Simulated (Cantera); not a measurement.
## PbS + H₂ + N₂ (hydrogen reduction and annealing atmospheres)

A closed system holds: 1 mol PbS, a varied amount of H₂, 4.9 mol N₂, held at 975 K and 11000 Pa.

Equilibrium computed with Cantera from the NASA thermochemical tables; the gas is ideal and each condensed phase is pure. Candidate condensed phases: Pb, PbS, S; 18 gas species. Equilibrium is a limit: real reactors are often held back by kinetics, nucleation or transport.

| n(H₂) (mol) | x H₂ | x N₂ | x H₂S | x PbS | n Pb(l) |
|---|---|---|---|---|---|
| 82 | 0.932 | 0.0564 | 0.0112 | 0.000351 | 0.962 |
| 190 | 0.970 | 0.0251 | 0.00498 | 0.000151 | 0.954 |
| 290 | 0.980 | 0.0166 | 0.00329 | 9.86e-5 | 0.946 |
| 400 | 0.985 | 0.0121 | 0.00240 | 7.15e-5 | 0.937 |
| 510 | 0.988 | 0.00951 | 0.00189 | 5.60e-5 | 0.928 |
| 610 | 0.990 | 0.00796 | 0.00158 | 4.68e-5 | 0.920 |
| 720 | 0.992 | 0.00676 | 0.00134 | 3.97e-5 | 0.911 |
| 830 | 0.993 | 0.00587 | 0.00116 | 3.44e-5 | 0.902 |
| 930 | 0.994 | 0.00524 | 0.00104 | 3.07e-5 | 0.893 |
| 1000 | 0.994 | 0.00487 | 0.000966 | 2.85e-5 | 0.888 |
| 1100 | 0.995 | 0.00443 | 0.000879 | 2.60e-5 | 0.879 |
| 1300 | 0.995 | 0.00375 | 0.000744 | 2.20e-5 | 0.863 |
x: gas mole fraction; n: condensed amount in mol.

From 82 mol H₂ to 1300 mol H₂ the condensed part is Pb(l). The main Pb-bearing gas is PbS at 82 mol H₂ and Pb at 1300 mol H₂. The share of Pb in condensed phases is highest at 82 mol H₂ (96.2 %) and lowest at 1300 mol H₂ (86.3 %).
